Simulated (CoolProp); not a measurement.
Properties of CH3F (R41) at several states (Tc = 317.3 K, pc = 59.06 bar, ω = 0.200).

Computed with CoolProp (reference Helmholtz-energy equation of state, Lemmon 2006). It is a short technical equation, of lower accuracy than the large ones.

```tsv
T (K)	p (bar)	phase	density (kg/m³)	cv (kJ/(kg K))
249.9	9.8	gas	19.35	1.085
287.1	66.9	liquid	655.3	1.208
381.9	68.7	supercritical	99.23	1.175
```
